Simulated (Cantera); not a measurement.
A perfectly stirred reactor is fed with NO : N2 = 1 : 1.2 (molar parts), at 17000 Pa; it is held at 1825 K, and followed from long to short residence time.

Model: GRI-Mech 3.0 (53 species, 325 reactions), integrated in Cantera.

What does this change do: N2 1.2 to 0.4 parts?


| quantity | before | after |
|---|---|---|
| x(NO) at τ = 5.00 s | 0.361 | 0.523 |
| x(O2) at τ = 5.00 s | 0.0464 | 0.0954 |
| x(NO2) at τ = 5.00 s | 0.000169 | 0.000346 |
| x(O) at τ = 5.00 s | 8.69e-5 | 0.000123 |
| x(N2O) at τ = 5.00 s | 4.98e-5 | 0.000100 |
| x(NO) at τ = 29.0 ms | 0.454 | 0.713 |
| x(O2) at τ = 29.0 ms | 0.000253 | 0.000637 |
| x(NO2) at τ = 29.0 ms | 5.79e-5 | 0.000115 |
| x(O) at τ = 29.0 ms | 2.84e-5 | 3.79e-5 |
| x(N2O) at τ = 29.0 ms | 6.52e-5 | 0.000159 |

What does this change do: temperature 1825 to 1575 K?


```
quantity                 before     after
---------------------  --------  --------
x(NO) at τ = 5.00 s       0.361     0.446
x(O2) at τ = 5.00 s      0.0464   0.00389
x(NO2) at τ = 5.00 s   0.000169  0.000134
x(O) at τ = 5.00 s      8.69e-5   2.34e-6
x(N2O) at τ = 5.00 s    4.98e-5   6.68e-5
x(NO) at τ = 29.0 ms      0.454     0.454
x(O2) at τ = 29.0 ms   0.000253   2.79e-6
x(NO2) at τ = 29.0 ms   5.79e-5   2.34e-5
x(O) at τ = 29.0 ms     2.84e-5   7.04e-7
x(N2O) at τ = 29.0 ms   6.52e-5   1.77e-5
```
